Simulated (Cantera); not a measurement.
Mixture: 9.35 % CH₄, 13.1 % CO, 18.1 % O₂, 59.5 % N₂, equivalence ratio 1.4, at 1.00 bar, adiabatic and at constant volume. Ignition delay is the time to a rise of 400 K.

Cantera simulation using GRI-Mech 3.0 (53 species, 325 reactions); the numbers are that mechanism's predictions, not measurements.

Problem. Predict: delay at 1025 K; delay at 1100 K; delay at 1175 K; delay at 1250 K; delay at 1325 K; delay at 1400 K; delay at 1475 K; apparent activation energy between 1325 and 1475 K.

Solution. 
```json
{
 "delay at 1025 K": "1.59 s",
 "delay at 1100 K": "0.383 s",
 "delay at 1175 K": "0.105 s",
 "delay at 1250 K": "31.9 ms",
 "delay at 1325 K": "10.7 ms",
 "delay at 1400 K": "3.91 ms",
 "delay at 1475 K": "1.60 ms",
 "apparent activation energy between 1325 and 1475 K": "210 kJ/mol"
}
```
